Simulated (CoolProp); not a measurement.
Aqueous ammonia as a coolant, 10 % by mass, freezing at -13.6 °C, 1 atm.

Values from CoolProp's Melinder's fits for secondary coolants.

```json
[
 {"T (°C)": "-11.1", "viscosity (mPa s)": "[?]", "conductivity (W/(m K))": "0.476", "density (kg/m³)": "963.9", "Prandtl number": "27.0"},
 {"T (°C)": "-6.8", "viscosity (mPa s)": "2.54", "conductivity (W/(m K))": "0.484", "density (kg/m³)": "963.5", "Prandtl number": "[?]"},
 {"T (°C)": "-2.4", "viscosity (mPa s)": "2.16", "conductivity (W/(m K))": "0.493", "density (kg/m³)": "962.9", "Prandtl number": "18.5"},
 {"T (°C)": "2", "viscosity (mPa s)": "1.87", "conductivity (W/(m K))": "0.500", "density (kg/m³)": "962.1", "Prandtl number": "15.7"},
 {"T (°C)": "6.3", "viscosity (mPa s)": "1.64", "conductivity (W/(m K))": "0.507", "density (kg/m³)": "961.3", "Prandtl number": "13.6"},
 {"T (°C)": "10.7", "viscosity (mPa s)": "1.45", "conductivity (W/(m K))": "[?]", "density (kg/m³)": "960.2", "Prandtl number": "[?]"},
 {"T (°C)": "15.1", "viscosity (mPa s)": "1.29", "conductivity (W/(m K))": "0.522", "density (kg/m³)": "959.0", "Prandtl number": "10.4"},
 {"T (°C)": "19.5", "viscosity (mPa s)": "1.15", "conductivity (W/(m K))": "[?]", "density (kg/m³)": "957.7", "Prandtl number": "9.15"},
 {"T (°C)": "23.8", "viscosity (mPa s)": "1.03", "conductivity (W/(m K))": "[?]", "density (kg/m³)": "956.2", "Prandtl number": "[?]"},
 {"T (°C)": "28.2", "viscosity (mPa s)": "0.918", "conductivity (W/(m K))": "0.546", "density (kg/m³)": "954.6", "Prandtl number": "7.06"}
]
```

Problem. What belongs in the gaps?

Solution. 
- -11.1, viscosity (mPa s): 3.03
- -6.8, Prandtl number: 22.1
- 10.7, conductivity (W/(m K)): 0.515
- 10.7, Prandtl number: 11.9
- 19.5, conductivity (W/(m K)): 0.529
- 23.8, conductivity (W/(m K)): 0.537
- 23.8, Prandtl number: 8.06
